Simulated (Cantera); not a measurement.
A closed system holds: 1 mol Si, 30 mol CO₂, 6.9 mol CO, held at 3400 Pa.

Cantera equilibrium calculation (NASA polynomials, part measured and part estimated; ideal gas, pure solids and liquids). Candidate condensed phases: C, Si, SiC, SiO₂; 20 gas species. The tables hold silica as quartz up to 1696 K and as liquid above; real silica turns to tridymite and cristobalite and melts near 1996 K. Kinetics and transport are ignored.

**Question.** Which condensed phases are stable at each of these points (T (°C)): 352, 502, 652, 802, 952, 1102, 1252, 1402, 1552, 1702?

**Answer.** 
| T (°C) | condensed phases | Si condensed (%) |
|---|---|---|
| 352 | C(graphite) + SiO₂(α-quartz) | 100.0 |
| 502 | SiO₂(α-quartz) | 100.0 |
| 652 | SiO₂(β-quartz) | 100.0 |
| 802 | SiO₂(β-quartz) | 100.0 |
| 952 | SiO₂(β-quartz) | 100.0 |
| 1102 | SiO₂(β-quartz) | 100.0 |
| 1252 | SiO₂(β-quartz) | 100.0 |
| 1402 | SiO₂(β-quartz) | 100.0 |
| 1552 | SiO₂(condensed) | 100.0 |
| 1702 | SiO₂(condensed) | 99.6 |

At 352 °C the condensed part is C(graphite) + SiO₂(α-quartz). At 502 °C the condensed part is SiO₂(α-quartz). From 652 °C to 1402 °C the condensed part is SiO₂(β-quartz). From 1552 °C to 1702 °C the condensed part is SiO₂(condensed).
